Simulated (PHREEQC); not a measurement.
HF is added in steps, without added water, to 1 kg of water holding 0.054 mol TMAH and 0.0037 mol K2SO4, at 25 °C. Oxygen is held at 0.21 atm. CO2 from the air is kept out. No solid was allowed to form.

Base run: PHREEQC, ion-association model, wateq4f.dat. Each further column changes one thing. The table gives pH.

```json
[
 {"HF added (mol)": "0", "base": "12.63", "metal-ligand complexes left out": "12.63", "Debye-Hückel limiting law": "12.60", "Davies equation for every ion": "12.64", "all activity coefficients set to 1": "12.73"},
 {"HF added (mol)": "0.005063", "base": "12.59", "metal-ligand complexes left out": "12.59", "Debye-Hückel limiting law": "12.56", "Davies equation for every ion": "12.60", "all activity coefficients set to 1": "12.69"},
 {"HF added (mol)": "0.01519", "base": "12.49", "metal-ligand complexes left out": "12.49", "Debye-Hückel limiting law": "12.46", "Davies equation for every ion": "12.50", "all activity coefficients set to 1": "12.59"},
 {"HF added (mol)": "0.02025", "base": "12.43", "metal-ligand complexes left out": "12.43", "Debye-Hückel limiting law": "12.40", "Davies equation for every ion": "12.43", "all activity coefficients set to 1": "12.53"},
 {"HF added (mol)": "0.03037", "base": "12.27", "metal-ligand complexes left out": "12.27", "Debye-Hückel limiting law": "12.24", "Davies equation for every ion": "12.28", "all activity coefficients set to 1": "12.37"},
 {"HF added (mol)": "0.03544", "base": "12.17", "metal-ligand complexes left out": "12.17", "Debye-Hückel limiting law": "12.14", "Davies equation for every ion": "12.18", "all activity coefficients set to 1": "12.27"},
 {"HF added (mol)": "0.04556", "base": "11.83", "metal-ligand complexes left out": "11.83", "Debye-Hückel limiting law": "11.80", "Davies equation for every ion": "11.83", "all activity coefficients set to 1": "11.93"},
 {"HF added (mol)": "0.05063", "base": "11.43", "metal-ligand complexes left out": "11.43", "Debye-Hückel limiting law": "11.40", "Davies equation for every ion": "11.43", "all activity coefficients set to 1": "11.53"},
 {"HF added (mol)": "0.06075", "base": "4.06", "metal-ligand complexes left out": "4.06", "Debye-Hückel limiting law": "4.04", "Davies equation for every ion": "4.07", "all activity coefficients set to 1": "4.17"},
 {"HF added (mol)": "0.06581", "base": "3.82", "metal-ligand complexes left out": "3.82", "Debye-Hückel limiting law": "3.80", "Davies equation for every ion": "3.83", "all activity coefficients set to 1": "3.92"},
 {"HF added (mol)": "0.07594", "base": "3.55", "metal-ligand complexes left out": "3.55", "Debye-Hückel limiting law": "3.53", "Davies equation for every ion": "3.56", "all activity coefficients set to 1": "3.66"},
 {"HF added (mol)": "0.081", "base": "3.46", "metal-ligand complexes left out": "3.46", "Debye-Hückel limiting law": "3.44", "Davies equation for every ion": "3.47", "all activity coefficients set to 1": "3.57"}
]
```

(CH3)4N+ isn't in the database: it is added as a free cation with an ion size of 4 Å.
